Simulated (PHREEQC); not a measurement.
A solution holds 26 mmol/kgw HCl, 6.5 mmol/kgw FeSO4 and 4.2 mmol/kgw MnSO4, at 25 °C. Closed to the air; pH follows from the charge balance.

All values are PHREEQC results (ion-association model, phreeqc.dat), not measurements.

Precipitation was switched off in this run.

Q: Predict the pH.

A: pH 1.74.

Q: In which forms is S present?

A: SO4-2 43 %, HSO4- 42 %, FeSO4 8.7 %, MnSO4 5.6 %, FeHSO4+ 1.3 % of the S.

Species that the database lacks are ignored.
